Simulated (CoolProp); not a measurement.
Computed with CoolProp (reference Helmholtz-energy equation of state, Thol 2019).

Task: For dodecamethylpentasiloxane (MD3M), give the phase and the cv (kJ/(kg K)), expansivity (1/kK) at 292.35 °C and 5.13 MPa.

Result: 
- 292.35 °C and 5.13 MPa: liquid; cv 2.02, expansivity 1.73
